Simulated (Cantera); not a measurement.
A Cantera script and its output.

```python
import numpy as np
import cantera as ct

gas = ct.Solution("gri30.yaml")


def delay(T, t_max=10):
    gas.TPX = T, 190000, {'H2': 1, 'O2': 0.909, 'N2': 3.42}
    reactor = ct.IdealGasConstPressureReactor(gas, clone=False)
    net = ct.ReactorNet([reactor])
    net.rtol, net.atol = 1e-8, 1e-16
    while net.time < t_max:
        t_old, T_old = net.time, reactor.T
        net.step()
        if reactor.T > T + 400:  # ignition: a rise of 400 K
            return t_old + (T + 400 - T_old) / (reactor.T - T_old) * (net.time - t_old)
    return np.nan


taus = []
for T in [1050, 1125, 1200, 1275, 1350, 1425, 1500]:
    taus.append(delay(T))
    print(f"T0 = {T:6g} K   tau = {taus[-1]:.4e} s")
```

Result:

```
T0 =   1050 K   tau = 1.4586e-04 s
T0 =   1125 K   tau = 4.8421e-05 s
T0 =   1200 K   tau = 2.7720e-05 s
T0 =   1275 K   tau = 1.8828e-05 s
T0 =   1350 K   tau = 1.4117e-05 s
T0 =   1425 K   tau = 1.1397e-05 s
T0 =   1500 K   tau = 9.7895e-06 s
```

Computed with Cantera and GRI-Mech 3.0 (53 species, 325 reactions). Where the delays flatten at high temperature, the 400 K rule measures the pace of heat release, not the induction time.
